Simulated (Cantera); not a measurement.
Gas mixture: 71.1 % C2H4, 21.5 % C2H6, 7.36 % N2, at 0.120 Torr, frozen composition.

Cantera's kinetic-theory transport with the Lennard-Jones parameters of GRI-Mech 3.0, ideal gas; thermal conductivity in the multicomponent form. The composition is frozen, though it would react at the higher temperatures.

One state of this run: ρ (kg/m³) = 5.48e-5; cp (J/kg/K) = 3361; μ (µPa s) = 28.6; λ (mW/m/K) = 127; Pr = 0.758; D (cm²/s) CO2 = 6680; D (cm²/s) H = 48900; D (cm²/s) CH3 = 9280. D: mixture-averaged diffusion coefficient of that species in the mixture.

**Question.** Which value of T (K) does it belong to?
A) 1000
B) 850
C) 550
D) 1450

**Answer.** A, 1000
